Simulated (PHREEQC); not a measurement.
Make-up at 25 °C: 0.0053 mol NaHCO3 and 0.21 mol NaF per kg of water. Closed to the air; pH follows from the charge balance.

Model: ion-association model, phreeqc.dat, run in PHREEQC.

| quantity | before | after |
|---|---|---|
| pH | 7.92 | 7.86 |
| NaF (mol/kgw) | 0.0117 | 0.0230 |
| NaHCO3 (mol/kgw) | 0.000292 | 0.000387 |

Question: Which change was made?
A. NaF from 0.21 to 0.315 mol/kgw
B. temperature from 25 to 75 °C
C. temperature from 25 to 30 °C
D. temperature from 25 to 40 °C

Answer: A, NaF from 0.21 to 0.315 mol/kgw

This is a speciation only: nothing precipitates in the calculation.
